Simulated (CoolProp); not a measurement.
Vapour-liquid equilibrium of R114 (1) + R113 (2) at 124 kPa; x and y are mole fractions of (1).

Computed with CoolProp (multi-fluid Helmholtz-energy mixture model, Platzer 1990 and Marx 1992; pair parameters Bell 2016). This equation is an older, rougher fit; its heat capacities, sound speeds and derivatives of the liquid may be far off and weren't checked against measurements.

```json
[
 {"x": "0.05", "bubble temperature (°C)": "49.6", "y at the bubble point": "0.166", "dew temperature at overall composition x (°C)": "52.6", "liquid density (mol/L)": "8.030"},
 {"x": "0.2", "bubble temperature (°C)": "38.7", "y at the bubble point": "0.507", "dew temperature at overall composition x (°C)": "48.6", "liquid density (mol/L)": "8.201"},
 {"x": "0.35", "bubble temperature (°C)": "30.3", "y at the bubble point": "___", "dew temperature at overall composition x (°C)": "44.1", "liquid density (mol/L)": "8.344"},
 {"x": "0.5", "bubble temperature (°C)": "___", "y at the bubble point": "0.820", "dew temperature at overall composition x (°C)": "39.0", "liquid density (mol/L)": "8.467"},
 {"x": "0.65", "bubble temperature (°C)": "___", "y at the bubble point": "0.897", "dew temperature at overall composition x (°C)": "32.8", "liquid density (mol/L)": "8.575"},
 {"x": "0.8", "bubble temperature (°C)": "13.9", "y at the bubble point": "0.950", "dew temperature at overall composition x (°C)": "___", "liquid density (mol/L)": "8.672"},
 {"x": "0.95", "bubble temperature (°C)": "10.2", "y at the bubble point": "0.989", "dew temperature at overall composition x (°C)": "13.9", "liquid density (mol/L)": "___"}
]
```

**Question.** Some entries are withheld; supply them.

**Answer.** 
- 0.35, y at the bubble point: 0.702
- 0.5, bubble temperature (°C): 23.7
- 0.65, bubble temperature (°C): 18.4
- 0.8, dew temperature at overall composition x (°C): 24.9
- 0.95, liquid density (mol/L): 8.762

No azeotrope shows between x = 0.05 and 0.95.

The pair parameters rest on a limited set of measurements; away from them the model extrapolates.
